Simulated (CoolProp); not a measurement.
R13 along the isobar 1.2 MPa: Z from the reference equation and from simpler models built on Tc = 303.0 K, pc = 3.973 MPa, ω = 0.175; each cubic takes its own stable root.

Values from CoolProp's reference Helmholtz-energy equation of state, Platzer 1990. This equation is an older, rougher fit; its heat capacities, sound speeds and derivatives of the liquid may be far off and weren't checked against measurements.

```
T (K)   phase  reference
-----  ------  ---------
206    liquid    0.04984
215.3  liquid    0.04895
224.7  liquid    0.04827
234    liquid    0.04783
243.3  liquid    0.04764
252.6  liquid    0.04777
262       gas     0.8003
271.3     gas     0.8278
280.6     gas     0.8498
290       gas     0.8680
299.3     gas     0.8831
308.6     gas     0.8959
317.9     gas     0.9069
327.3     gas     0.9165
336.6     gas     0.9247
345.9     gas     0.9320
```

Q: How far does each simpler model (van der Waals, Soave-Redlich-Kwong, Peng-Robinson) lie from the reference over these 16 states: mean and median of the absolute difference, and the worst?

A: 
- van der Waals: mean 314.0 %, median 4.2 %, worst +1655.1 % at 252.6 K and 1.2 MPa
- Soave-Redlich-Kwong: mean 1.7 %, median 0.6 %, worst +6.4 % at 252.6 K and 1.2 MPa
- Peng-Robinson: mean 3.7 %, median 1.2 %, worst -9.3 % at 206 K and 1.2 MPa

At some of these states van der Waals gives the other phase, because its saturation line lies elsewhere.
